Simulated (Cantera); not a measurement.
**Thermodynamics of calcination and drying, feed K₂SO₄ + CO₂**

Feed: 1 mol K₂SO₄, 1.8 mol CO₂, at 19.0 mbar.

Equilibrium computed with Cantera from the NASA thermochemical tables; the gas is ideal and each condensed phase is pure. Candidate condensed phases: C, K, KO₂, K₂CO₃, K₂O, K₂O₂, K₂S, K₂SO₄, S; 26 gas species. The numbers say what is thermodynamically allowed, not how fast it happens.

| T (K) | x CO₂ | x K | x O₂ | x SO₂ | x K₂SO₄ | x CO | x O | x KO | n K₂SO₄(s) | n K₂SO₄(l) |
|---|---|---|---|---|---|---|---|---|---|---|
| 900 | 1.00 | 3.29e-11 | 2.94e-8 | 1.65e-11 | 1.13e-9 | 5.88e-8 | <1e-12 | <1e-12 | 1.00 | 0 |
| 1000 | 1.000 | 4.21e-9 | 3.67e-7 | 2.10e-9 | 7.19e-8 | 7.29e-7 | <1e-12 | <1e-12 | 1.00 | 0 |
| 1100 | 1.000 | 2.16e-7 | 2.94e-6 | 1.08e-7 | 2.05e-6 | 5.66e-6 | 3.10e-11 | 1.90e-11 | 1.000 | 0 |
| 1200 | 1.000 | 5.52e-6 | 1.78e-5 | 2.76e-6 | 3.19e-5 | 3.00e-5 | 7.66e-10 | 1.02e-9 | 1.000 | 0 |
| 1300 | 0.999 | 7.93e-5 | 9.62e-5 | 3.97e-5 | 0.000311 | 0.000113 | 1.26e-8 | 2.97e-8 | 0.999 | 0 |
| 1400 | 0.996 | 0.000685 | 0.000501 | 0.000343 | 0.00185 | 0.000317 | 1.54e-7 | 5.20e-7 | 0 | 0.996 |
| 1500 | 0.983 | 0.00407 | 0.00239 | 0.00204 | 0.00770 | 0.000714 | 1.44e-6 | 6.11e-6 | 0 | 0.982 |
| 1600 | 0.934 | 0.0187 | 0.0100 | 0.00938 | 0.0262 | 0.00135 | 1.05e-5 | 5.27e-5 | 0 | 0.931 |
| 1700 | 0.779 | 0.0707 | 0.0364 | 0.0355 | 0.0758 | 0.00204 | 6.18e-5 | 0.000351 | 0 | 0.743 |
| 1800 | 0.437 | 0.210 | 0.106 | 0.106 | 0.138 | 0.00200 | 0.000287 | 0.00166 | 0 | 0 |
| 1900 | 0.330 | 0.317 | 0.160 | 0.160 | 0.0254 | 0.00329 | 0.000865 | 0.00289 | 0 | 0 |
| 2000 | 0.304 | 0.339 | 0.172 | 0.171 | 0.00166 | 0.00702 | 0.00201 | 0.00303 | 0 | 0 |
| 2100 | 0.293 | 0.339 | 0.175 | 0.170 | 0.000112 | 0.0149 | 0.00422 | 0.00290 | 0 | 0 |
| 2200 | 0.276 | 0.336 | 0.179 | 0.167 | 9.46e-6 | 0.0285 | 0.00830 | 0.00278 | 0 | 0 |
x: gas mole fraction; n: condensed amount in mol.

From 900 K to 1300 K the condensed part is K₂SO₄(s). From 1400 K to 1700 K the condensed part is K₂SO₄(l). From 1800 K to 2200 K nothing is condensed.
